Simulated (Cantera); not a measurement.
A closed system holds: 1 mol CH₃SiCl₃, 0.017 mol CH₄, 14 mol H₂, held at 2425 K and 4.20 mbar.

Cantera equilibrium calculation (NASA polynomials, part measured and part estimated; ideal gas, pure solids and liquids). The feed counts by its element totals alone. The tables' values for SiCl are old estimates; treat these amounts as uncertain. Gases not in the tables: Si₂H₆ and higher silanes. The numbers say what is thermodynamically allowed, not how fast it happens.

```json
[
 {"species": "H₂", "before": "0.593", "after": "0.824"},
 {"species": "HCl", "before": "0.113", "after": "0.175"},
 {"species": "SiCl₂", "before": "0.00186", "after": "0.000453"},
 {"species": "H", "before": "0.213", "after": "4.67e-5"},
 {"species": "Si", "before": "0.0351", "after": "<1e-9"},
 {"species": "Cl", "before": "0.0287", "after": "8.21e-6"},
 {"species": "SiC₂", "before": "0.00728", "after": "<1e-9"},
 {"species": "Si₂C", "before": "0.00114", "after": "<1e-9"},
 {"species": "SiH", "before": "0.000521", "after": "<1e-9"},
 {"species": "SiCl", "before": "0.00182", "after": "1.16e-8"},
 {"species": "C₂H", "before": "0.000101", "after": "<1e-9"},
 {"species": "Si₂", "before": "4.63e-5", "after": "<1e-9"},
 {"species": "C(graphite), mol", "before": "0.499", "after": "0.0253"},
 {"species": "SiC(s), mol", "before": "0", "after": "0.991"}
]
```
Gas species are given as mole fractions.

Question: Which change was made?
A. temperature from 2425 K to 1748 K
B. temperature from 2425 K to 1973 K
C. temperature from 2425 K to 1073 K
D. temperature from 2425 K to 1373 K

Answer: D, temperature from 2425 K to 1373 K. The tables' values for SiCl₃ are old estimates; treat these amounts as uncertain
